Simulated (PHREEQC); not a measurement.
Consider water at 41 °C with 3.78 mol/kgw MgCl2 and 0.0029 mol/kgw Na2B4O7. Closed to the air; pH follows from the charge balance.

Equilibrium calculation in PHREEQC: Pitzer model, pitzer.dat.

This is a speciation only: nothing precipitates in the calculation.

### Question
What pH does the model give?

### Answer
pH 5.90.

### Question
In which forms is B present?

### Answer
B(OH)3 55 %, MgB(OH)4+ 39 %, B(OH)4- 5.7 % of the B.

In brines, pH and single-ion activities rest on the MacInnes convention. Constants without temperature data keep their 25 °C values here.
